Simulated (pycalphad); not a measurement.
All values are pycalphad results on the COST 507 light-alloy database (1999) (1 atm), not direct measurements. These are 1990s assessments: newer ones move some temperatures and phases. The system is extrapolated from its subsystems; higher-order compounds may be missing. Amounts are mole fractions of atoms.

Give the equilibrium state of Al-5.593Si-2.067Cu (wt.%) at 502 °C.

FCC_A1, fraction 0.954, with 0.86 Si, 2.2 Cu wt.%; DIAMOND_A4, fraction 0.046, with >99.99 Si, no Cu wt.%.

Give the equilibrium state of Al-5.593Si-2.067Cu (wt.%) at 252 °C.

FCC_A1, fraction 0.922, with 0.02 Si, 0.25 Cu wt.%; DIAMOND_A4, fraction 0.054, with >99.99 Si, no Cu wt.%; ALCU_THETA, fraction 0.024, with no Si, 54.0 Cu wt.%.

Database names, with the compositions (at.%) that they take in these runs: ALCU_THETA: Al 67 Cu 33. FCC_A1 is fcc; DIAMOND_A4 is diamond (Si). An entry "none" or "no" means that the model of the phase leaves that element out.
